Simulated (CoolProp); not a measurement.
Properties of R407C along the isotherm 390.5 K.

Values from CoolProp's reference Helmholtz-energy equation of state, Lemmon 2003. It is a pseudo-pure fit of the blend.

```tsv
p (bar)	phase	density (kg/m³)	cv (kJ/(kg K))	speed of sound (m/s)	expansivity (1/kK)	conductivity (mW/(m K))	Prandtl number
8.27	gas	23.11	0.8896	196.9	3.075	20.9	0.792
16.5	gas	48.78	0.9087	188.9	3.739	21.6	0.825
24.8	gas	78.21	0.9297	180.4	4.635	22.6	0.883
33.1	gas	112.4	0.9528	171.5	5.891	23.8	0.972
41.4	gas	153.4	0.9782	162.3	7.745	25.4	1.11
49.6	supercritical	203.8	1.006	153.2	10.61	27.4	1.32
57.9	supercritical	270.4	1.036	144.9	15.31	30.4	1.68
66.2	supercritical	360.4	1.064	140.1	22.09	34.6	2.24
74.4	supercritical	469.9	1.075	144.2	25.93	40.2	2.76
82.7	supercritical	570.3	1.063	160.5	21.60	45.8	2.77
91	supercritical	642.1	1.048	181.9	16.34	50.0	2.60
99.3	supercritical	693.2	1.037	203.0	12.85	53.2	2.45
108	supercritical	733.5	1.029	223.4	10.51	55.8	2.35
116	supercritical	762.9	1.023	240.7	9.041	57.8	2.28
```

Viscosity comes from a separate model (Geller 2000). Thermal conductivity comes from a separate model (Geller 2001).
